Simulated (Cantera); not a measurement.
Charge: 1 mol PbO, 4 mol C, 0.071 mol CO, equilibrated at 75.0 Torr.

Cantera equilibrium calculation (NASA polynomials, part measured and part estimated; ideal gas, pure solids and liquids). Candidate condensed phases: C, Pb, PbO, PbO2, Pb3O4; 15 gas species. The numbers say what is thermodynamically allowed, not how fast it happens.

Problem. At 1550 K, list the 4 most abundant gas species with their mole fractions, and the condensed phases.

Solution. CO 0.608, Pb 0.392, Pb2 0.000223, CO2 1.60e-5. Condensed: C(graphite) + Pb(l).
